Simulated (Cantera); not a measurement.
# Equilibrium for silicon nitride deposition: SiH2Cl2 + N2 + H2

Feed: 1 mol SiH2Cl2, 33 mol N2, a varied amount of H2, equilibrated at 1523 K and 0.190 bar.

Cantera equilibrium calculation (NASA polynomials, part measured and part estimated; ideal gas, pure solids and liquids). Candidate condensed phases: NH4Cl, Si, Si3N4; 28 gas species. The tables' values for SiCl3 are old estimates; treat these amounts as uncertain. Kinetics and transport are ignored.

```tsv
n(H2) (mol)	x N2	x H2	x HCl	x SiCl2	x SiCl3	n Si3N4(s)
0.83	0.920	0.0269	0.0501	0.00172	0.000493	0.302
1.2	0.910	0.0362	0.0514	0.00135	0.000344	0.310
1.8	0.895	0.0514	0.0521	0.000991	0.000214	0.317
2.6	0.876	0.0714	0.0520	0.000720	0.000131	0.322
3.7	0.850	0.0980	0.0511	0.000518	7.94e-5	0.325
5.5	0.812	0.138	0.0493	0.000351	4.36e-5	0.328
8	0.764	0.189	0.0466	0.000240	2.41e-5	0.329
12	0.698	0.259	0.0428	0.000157	1.23e-5	0.331
```
x: gas mole fraction; n: condensed amount in mol.

From 0.83 mol H2 to 12 mol H2 the condensed part is Si3N4(s). The main Si-bearing gas is SiCl2 throughout. The share of Si in condensed phases is highest at 12 mol H2 (99.2 %) and lowest at 0.83 mol H2 (90.6 %).
